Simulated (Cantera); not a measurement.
**Premixed flame**

A freely propagating, adiabatic, planar premixed flame of H₂ : O₂ : N₂ = 1 : 0.294 : 1.11 (molar parts), unburnt at 500 K and 120 Torr; mixture-averaged transport, grid criteria slope 0.08 and curve 0.16, no radiation.

Model: the H2/O2 subset of GRI-Mech 3.0, which has no nitrogen chemistry, integrated in Cantera. Burning velocities carry a grid error of a few per cent, more on coarse grids.

| z (mm) | T (K) | u (m/s) | x H₂ | x O₂ | x H₂O₂ | x H₂O | x H | x O |
|---|---|---|---|---|---|---|---|---|
| -13.7 | 500 | 5.28 | 0.416 | 0.122 | <1e-8 | <1e-8 | <1e-8 | <1e-8 |
| -9.11 | 500 | 5.28 | 0.416 | 0.122 | <1e-8 | <1e-8 | <1e-8 | <1e-8 |
| -6.83 | 500 | 5.28 | 0.416 | 0.122 | <1e-8 | <1e-8 | <1e-8 | <1e-8 |
| -4.55 | 500 | 5.28 | 0.416 | 0.122 | <1e-8 | 1.01e-8 | 4.52e-8 | <1e-8 |
| -2.28 | 510 | 5.37 | 0.414 | 0.122 | 1.37e-6 | 0.000526 | 0.000252 | 7.39e-6 |
| -1.14 | 679 | 7.05 | 0.388 | 0.117 | 2.32e-6 | 0.0144 | 0.0105 | 0.000192 |
| 0 | 1090 | 11.0 | 0.249 | 0.0711 | 3.88e-7 | 0.113 | 0.0785 | 0.00490 |
| 1.14 | 1354 | 13.5 | 0.141 | 0.0108 | 3.44e-7 | 0.228 | 0.123 | 0.00532 |
| 2.28 | 1454 | 14.4 | 0.134 | 0.00403 | 2.99e-7 | 0.243 | 0.119 | 0.00428 |
| 4.55 | 1566 | 15.4 | 0.142 | 0.00315 | 2.39e-7 | 0.246 | 0.104 | 0.00396 |
| 9.11 | 1694 | 16.5 | 0.151 | 0.00252 | 1.52e-7 | 0.249 | 0.0873 | 0.00340 |
| 18.2 | 1829 | 17.7 | 0.160 | 0.00181 | 8.32e-8 | 0.254 | 0.0695 | 0.00259 |
| 36.4 | 1959 | 18.7 | 0.168 | 0.00115 | 4.30e-8 | 0.259 | 0.0525 | 0.00172 |
x: mole fraction of selected species; z is measured from the peak of heat release.

```
Item                         Value
------------------------  --------
laminar burning velocity  528 cm/s
thermal thickness          4.55 mm
peak x(H₂O₂)               3.29e-6
peak x(H)                    0.123
peak x(O)                  0.00650
grid points                    144
```
